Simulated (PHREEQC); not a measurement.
## Hard or scaling water: speciation

Dissolve 0.12 mol SrCl2, 8.5e-06 mol CO2 and 0.063 mol KCl per kg of water at 25 °C and 500 atm. Closed to the air; pH follows from the charge balance.

Model: ion-association model, phreeqc.dat, run in PHREEQC.

```json
{
  "pH": "5.56",
  "ionic_strength": "0.423 mol/kgw",
  "activity_of_water": "0.992",
  "specific_conductance": "28100 µS/cm",
  "density": "1.038 g/cm³"
}
```

```tsv
species	molality	activity	log γ
Cl-	0.303	0.202	-0.175
Sr+2	0.120	0.0331	-0.559
K+	0.0630	0.0417	-0.179
CO2	4.99e-6	5.50e-6	0.042
H+	3.52e-6	2.73e-6	-0.111
HCO3-	2.11e-6	1.49e-6	-0.151
SrHCO3+	1.41e-6	9.94e-7	-0.151
OH-	8.34e-9	5.44e-9	-0.185
```

No solid was allowed to form. Under pressure, the constants of complexes without a molar volume in the database are unreliable.
